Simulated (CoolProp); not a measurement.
Vapour-liquid equilibrium of propane (1) + R227EA (2) at 477 kPa; x and y are mole fractions of (1).

Computed with CoolProp (multi-fluid Helmholtz-energy mixture model, Lemmon 2009 and Lemmon 2016; pair parameters Bell 2016).

Task: Give the bubble temperature and the first vapour's composition at x = 0.05, 0.15, 0.95. Is there an azeotrope?

Result: x = 0.05: 293.5 K, y = 0.192; x = 0.15: 284.4 K, y = 0.437; x = 0.95: 272.3 K, y = 0.927. y crosses x between x = 0.75 and 0.85: the model has an azeotrope there.

The pair parameters rest on a limited set of measurements; away from them the model extrapolates.
